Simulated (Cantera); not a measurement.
Cantera run:

```python
import numpy as np
import cantera as ct

gas_names = """
    Fe FeO O O2 O3 S SO SO2 SO3 S2 S2O S8
""".split()
cond_names = """
    Fe(a) Fe(c) Fe(d) Fe(L) FeO(s) FeO(L) FeS(a) FeS(b) FeS(c) FeS(L) FeSO4(s) FeS2(s) Fe2O3(s)
    Fe2S3O12(s) Fe3O4(s) S(cr1) S(cr2) S(L)
""".split()


# ... load() reads the species with a 1 bar reference pressure and builds the phases ...
atoms = {
    'FeS': {'Fe': 1, 'S': 1},
    'SO3': {'S': 1, 'O': 3},
    'O2': {'O': 2},
}
top_T = {'FeSO4(s)': 950, 'FeS2(s)': 1010, 'Fe2O3(s)': 1830, 'Fe2S3O12(s)': 1100, 'Fe3O4(s)': 1870}  # K; cautious upper limits of use, not melting points


# ... equilibrate(T, P, feed) seeds the gas with the atoms and calls Mixture.equilibrate('TP', solver="vcs", rtol=1e-11, max_steps=5000) ...
results = []
feed = {'FeS': 1, 'SO3': 4.1, 'O2': 1.8}  # mol
P = 1000  # Pa
for T in [1400, 1450, 1500, 1550, 1600, 1650, 1700, 1750]:
    mix = equilibrate(T, P, feed)
    results.append((T, P, feed, dict(zip(mix.species_names, mix.species_moles))))

top = {s: max(r[3][s] / sum(r[3][g] for g in gas_names) for r in results) for s in gas_names}
cols = sorted((s for s in top if top[s] > 1e-05), key=lambda s: -top[s])[:5]
seen = [c for c in cond_names if any(r[3].get(c, 0) > 1e-12 for r in results)]
print("log10 of partial pressures in bar; condensed amounts in mol")
print(f"{'T/K':>10s}" + "".join(f"{s[:9]:>10s}" for s in cols + seen))
for T, P, feed, n in results:
    ng = sum(n[g] for g in gas_names)
    print(f"{T:10.4g}" + "".join(f"{np.log10(max(n[s] / ng * P / 1e5, 1e-99)):10.3f}" for s in cols)
          + "".join(f"{n.get(c, 0):10.4g}" for c in seen))
```

It prints:

```
log10 of partial pressures in bar; condensed amounts in mol
       T/K       SO2        O2       SO3         O        SO  Fe2O3(s)  Fe3O4(s)
      1400    -2.151    -2.536    -4.608    -7.292    -8.088       0.5         0
      1450    -2.151    -2.536    -4.731    -6.965    -7.699       0.5         0
      1500    -2.155    -2.524    -4.845    -6.654    -7.348         0    0.3333
      1550    -2.155    -2.524    -4.952    -6.368    -7.009         0    0.3333
      1600    -2.155    -2.524    -5.052    -6.100    -6.691         0    0.3333
      1650    -2.155    -2.524    -5.146    -5.849    -6.392         0    0.3333
      1700    -2.155    -2.524    -5.234    -5.612    -6.111         0    0.3333
      1750    -2.155    -2.524    -5.317    -5.388    -5.846         0    0.3333
```

These are equilibrium values from Cantera (NASA tables, ideal gas, pure condensed phases), not measurements of a reactor.
